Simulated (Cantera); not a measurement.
Premixed flame

A freely propagating, adiabatic, planar premixed flame of C₂H₆ : O₂ : N₂ : CO₂ = 1 : 4.79 : 18 : 5.5 (molar parts), equivalence ratio 0.73, unburnt at 625 K and 7430 Torr; mixture-averaged transport, grid criteria slope 0.08 and curve 0.16, no radiation.

Detailed kinetics in Cantera: GRI-Mech 3.0 (53 species, 325 reactions). Burning velocities carry a grid error of a few per cent, more on coarse grids.

| z (mm) | T (K) | u (m/s) | x C₂H₆ | x O₂ | x CO₂ | x CH₃ | x H₂ | x NO₂ |
|---|---|---|---|---|---|---|---|---|
| -0.397 | 627 | 0.176 | 0.0341 | 0.163 | 0.188 | <1e-8 | 0.000383 | <1e-8 |
| -0.265 | 638 | 0.179 | 0.0339 | 0.162 | 0.188 | <1e-8 | 0.000714 | <1e-8 |
| -0.199 | 667 | 0.188 | 0.0333 | 0.158 | 0.187 | <1e-8 | 0.00101 | 3.06e-8 |
| -0.132 | 761 | 0.215 | 0.0307 | 0.148 | 0.188 | <1e-8 | 0.00141 | 1.11e-7 |
| -0.0662 | 1043 | 0.299 | 0.0201 | 0.118 | 0.195 | 1.91e-7 | 0.00192 | 3.37e-7 |
| -0.0331 | 1299 | 0.375 | 0.00829 | 0.0903 | 0.204 | 2.71e-5 | 0.00217 | 2.96e-7 |
| 0 | 1572 | 0.455 | 0.000287 | 0.0621 | 0.219 | 0.000106 | 0.00179 | 4.37e-8 |
| 0.0331 | 1700 | 0.490 | 1.77e-7 | 0.0504 | 0.233 | 5.14e-6 | 0.000783 | 1.96e-8 |
| 0.0662 | 1751 | 0.502 | <1e-8 | 0.0467 | 0.241 | 1.58e-7 | 0.000403 | 2.22e-8 |
| 0.132 | 1790 | 0.512 | <1e-8 | 0.0441 | 0.247 | <1e-8 | 0.000171 | 2.50e-8 |
| 0.265 | 1809 | 0.517 | <1e-8 | 0.0430 | 0.250 | <1e-8 | 5.44e-5 | 1.99e-8 |
| 0.530 | 1815 | 0.518 | <1e-8 | 0.0427 | 0.251 | <1e-8 | 1.68e-5 | 1.19e-8 |
| 1.06 | 1816 | 0.519 | <1e-8 | 0.0426 | 0.251 | <1e-8 | 1.03e-5 | <1e-8 |
x: mole fraction of selected species; z is measured from the peak of heat release.

```yaml
laminar_burning_velocity: 17.5 cm/s
thermal_thickness: 0.132 mm
peak x(CH₃): 0.000135
peak x(H₂): 0.00220
grid_points: 127
```
